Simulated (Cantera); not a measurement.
Input: 1 mol SiO₂, 49 mol HCl, 98 mol N₂, at 1023 K and 0.490 bar.

Method: chemical equilibrium by Gibbs-energy minimisation in Cantera with the NASA 1993 tables (ideal gas, pure condensed phases). Candidate condensed phases: H₂O, NH₄Cl, Si, SiO₂, Si₂N₂O, Si₃N₄; 47 gas species. The numbers say what is thermodynamically allowed, not how fast it happens.

Base state: N₂ 0.667, HCl 0.333, H₂O 4.23e-5, SiCl₄ 2.11e-5 (mole fractions); condensed: SiO₂(β-quartz).

Problem. What changes in the equilibrium state with this change: SiO₂ replaced by MgO?

Solution. 
| species | before | after |
|---|---|---|
| N₂ | 0.667 | 0.669 |
| HCl | 0.333 | 0.326 |
| H₂O | 4.23e-5 | 0.00448 |
| SiCl₄ | 2.11e-5 | 0 |
| MgCl₂ | 0 | 0.000653 |
| SiO₂(β-quartz), mol | 0.997 | 0 |
| MgCl₂(l), mol | 0 | 0.561 |
| MgO(s), mol | 0 | 0.344 |
Mutual solubility and eutectic melting of coexisting phases are not modelled. Further candidate phases: Mg, MgCl₂, MgO, Mg(OH)₂.
